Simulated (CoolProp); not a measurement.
Vapour-liquid equilibrium of R22 (1) + R142b (2) at 0.0303 bar; x and y are mole fractions of (1).

Model: multi-fluid Helmholtz-energy mixture model, Kamei 1995 and Lemmon 2006; pair parameters Bell 2016, in CoolProp.

```tsv
x	bubble temperature, mixture model (°C)	bubble temperature, Raoult's law (°C)	y, mixture model	y, Raoult's law
0.05	-74.8	-74.9	0.241	0.245
0.15	-79.1	-79.4	0.519	0.534
0.25	-82.3	-82.9	0.675	0.694
0.35	-84.9	-85.6	0.775	0.791
0.45	-87.1	-87.8	0.844	0.856
0.55	-89.0	-89.6	0.895	0.901
0.65	-90.7	-91.2	0.932	0.934
0.75	-92.3	-92.6	0.960	0.959
0.85	-93.7	-93.8	0.980	0.978
0.95	-94.9	-95.0	0.995	0.993
```

The largest gap from Raoult's law is +0.7 K in bubble temperature, at x = 0.45. No azeotrope shows between x = 0.05 and 0.95.

The pair parameters rest on a limited set of measurements; away from them the model extrapolates.
